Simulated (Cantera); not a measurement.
Charge: 1 mol FeS, 0.55 mol H2S, 0.64 mol N2, 0.22 mol SO3, equilibrated at 1200 K and 1.00 bar.

Cantera equilibrium calculation (NASA polynomials, part measured and part estimated; ideal gas, pure solids and liquids). Candidate condensed phases: Fe, FeO, Fe(OH)2, Fe(OH)3, FeS, FeSO4, FeS2, Fe2O3, Fe2(SO4)3, Fe3O4, H2O, H2SO4, S; 38 gas species. FeS: taken at fixed stoichiometry. Gases not in the tables: S3 to S7. Equilibrium is a limit: real reactors are often held back by kinetics, nucleation or transport.

Base state: N2 0.406, H2O 0.272, S2 0.170, SO2 0.0716, H2S 0.0696, H2 0.00758, S2O 0.00382, SH 0.000131 (mole fractions); condensed: FeS(s).

### Question
What changes in the equilibrium state with this change: temperature from 1200 K to 1475 K?

### Answer
```tsv
species	before	after
N2	0.406	0.402
H2O	0.272	0.269
S2	0.170	0.178
H2S	0.0696	0.0480
H2	0.00758	0.0277
SO2	0.0716	0.0702
S	2.17e-7	1.28e-5
SO	0.000129	0.00125
SH	0.000131	0.00103
S2O	0.00382	0.00364
FeS(s), mol	1.00	0
FeS(l), mol	0	1.000
```
